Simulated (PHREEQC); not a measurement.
PHREEQC input (ion-association model, wateq4f.dat):

```
SOLUTION_MASTER_SPECIES
  An  An-  0  An  62.0  # stands for a non-complexing anion
SOLUTION_SPECIES
  An- = An-
    -log_k 0
    -gamma 3.0 0
PHASES
  Fix_H+
    H+ = H+
    -log_k 0
SOLUTION 1
  temp 25
  units mmol/kgw
  pH 7 charge
  S(6) 6.7e-05
  Zn 6.7e-05
  Na 10
  An 10
END
SELECTED_OUTPUT 1
  -reset false
  -pH true
  -pe true
  -ionic_strength true
  -water true
  -totals Na S Zn S(-2) S(6)
  -molalities Hfo_wOH Hfo_wOH2+ Hfo_wO- Hfo_sOH Hfo_sOH2+ Hfo_sO- Hfo_wSO4- Hfo_wOHSO4-2 Hfo_sOZn+ Hfo_wOZn+
  -saturation_indices Zn(OH)2-e Zn4(OH)6SO4 Mirabilite Goslarite
USER_PUNCH 1
  -headings sigma psi
  10 PUNCH EDL("sigma", "Hfo"), EDL("psi", "Hfo")
PRINT
  -reset false
USE solution 1
SURFACE 1
  Hfo_wOH 6.29213e-05 600 0.028
  Hfo_sOH 1.57303e-06
EQUILIBRIUM_PHASES 1
  Fix_H+ -4 HAn 10
    -force_equality true
  O2(g) -0.68 10
END
# ... the last block is repeated for the other 16 points of pH, with NaOH or the acid as the point needs
```

Selected output (columns that matter, 9 of 17 rows; pH added in front):

```
pH	mu	Na	S	Zn	m_Hfo_wOH	m_Hfo_wOH2+	m_Hfo_wO-	m_Hfo_sOH	si_Zn(OH)2-e	si_Zn4(OH)6SO4	si_Mirabilite	si_Goslarite	sigma	psi
4	0.010129	0.01	2.1648e-10	6.6998e-08	2.5367e-05	3.709e-05	3.9744e-07	6.3484e-07	-10.846	-43.64	-12.835	-15.245	0.21542	0.18486
5	0.010021	0.01	2.3274e-09	6.6876e-08	4.0074e-05	2.1034e-05	1.749e-06	1.0028e-06	-8.8456	-36.606	-11.8	-14.21	0.11287	0.15203
6	0.010006	0.01	3.1679e-08	6.0407e-08	4.6474e-05	1.2432e-05	3.9801e-06	1.1578e-06	-6.89	-29.649	-10.665	-13.12	0.049409	0.11019
7	0.010002	0.01	6.5467e-08	7.9059e-09	4.808e-05	8.86e-06	5.9772e-06	1.1588e-06	-5.7767	-26.88	-10.35	-13.691	0.017279	0.060607
8	0.010001	0.010001	6.6978e-08	1.2449e-10	4.8297e-05	7.3986e-06	7.2226e-06	1.1583e-06	-5.6426	-28.334	-10.34	-15.547	0.0014187	0.006198
9	0.010012	0.010013	6.7e-08	1.3066e-11	4.8165e-05	6.2501e-06	8.5032e-06	1.155e-06	-5.5686	-30.038	-10.339	-17.473	-0.012867	-0.048694
10	0.010115	0.010118	6.7e-08	1.5712e-11	4.7078e-05	4.4625e-06	1.1378e-05	1.129e-06	-5.4223	-31.454	-10.331	-19.328	-0.040288	-0.099782
11	0.011126	0.011135	6.7e-08	4.3325e-11	4.18e-05	2.1052e-06	1.9013e-05	1.0024e-06	-5.0963	-32.158	-10.261	-21.01	-0.099059	-0.14269
12	0.021616	0.021635	6.7e-08	1.1373e-09	2.3415e-05	3.2054e-07	3.9183e-05	5.6191e-07	-4.2866	-30.988	-9.7838	-22.271	-0.22819	-0.16838
```
